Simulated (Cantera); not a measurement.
Equilibrium for silicon etching in halogen gases: Si + HBr + H2

Charge: 1 mol Si, 2.1 mol HBr, a varied amount of H2, at 1352 °C and 0.00870 bar.

These are equilibrium values from Cantera (NASA tables, ideal gas, pure condensed phases), not measurements of a reactor. Candidate condensed phases: Br2, Si; 19 gas species. The tables' values for SiBr3, SiBr are old estimates; treat these amounts as uncertain. Equilibrium is a limit: real reactors are often held back by kinetics, nucleation or transport.

```
n(H2) (mol)  log p H2  log p HBr  log p SiBr2  log p Br  log p SiBr3  log p H  log p SiBr  log p SiBr4  n Si(s)
-----------  --------  ---------  -----------  --------  -----------  -------  ----------  -----------  -------
1.3             -2.29      -2.75        -2.77     -3.94        -4.92    -5.30       -5.39        -5.96    0.324
1.7             -2.27      -2.77        -2.83     -3.97        -5.01    -5.29       -5.42        -6.09    0.349
2.3             -2.24      -2.80        -2.92     -4.02        -5.14    -5.27       -5.47        -6.26    0.382
3               -2.21      -2.83        -3.01     -4.06        -5.27    -5.26       -5.51        -6.44    0.414
3.9             -2.19      -2.87        -3.10     -4.11        -5.42    -5.25       -5.56        -6.63    0.450
5.2             -2.17      -2.91        -3.22     -4.17        -5.60    -5.24       -5.62        -6.87    0.492
6.8             -2.15      -2.97        -3.35     -4.23        -5.79    -5.23       -5.68        -7.12    0.535
8.9             -2.13      -3.03        -3.48     -4.30        -5.99    -5.22       -5.75        -7.39    0.579
12              -2.12      -3.10        -3.65     -4.38        -6.23    -5.21       -5.83        -7.71    0.629
15              -2.11      -3.16        -3.78     -4.44        -6.43    -5.21       -5.89        -7.97    0.666
20              -2.10      -3.24        -3.95     -4.53        -6.69    -5.20       -5.98        -8.33    0.712
26              -2.09      -3.32        -4.12     -4.62        -6.95    -5.20       -6.07        -8.67    0.752
```
log p: log10 of the partial pressure in bar; n: condensed amount in mol.

From 1.3 mol H2 to 26 mol H2 the condensed part is Si(s). The main Si-bearing gas is SiBr2 throughout. The share of Si in condensed phases is highest at 26 mol H2 (75.2 %) and lowest at 1.3 mol H2 (32.4 %).
